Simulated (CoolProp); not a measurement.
The fluid at 298.15 K and 0.606 MPa is throttled through a valve to 0.1 MPa with no heat exchange. The same conditions are run with several fluids, on thermodynamics alone (safety and materials aside).

The numbers come from the reference Helmholtz-energy equation of state of each fluid (C3F8 (R218): Lemmon 2006; hydrogen sulfide: Lemmon 2006; carbonyl sulfide: Lemmon 2006; CF4 (R14): Platzer 1990; R13: Platzer 1990) in CoolProp. The equations of Platzer and Polt are older, rougher fits.

```csv
fluid,temperature change (K),final density (kg/m³)
C3F8 (R218),-7.6,7.97
hydrogen sulfide,-9.1,1.43
carbonyl sulfide,-10.9,2.55
CF4 (R14),-2.8,3.60
R13,-6.0,4.34
```
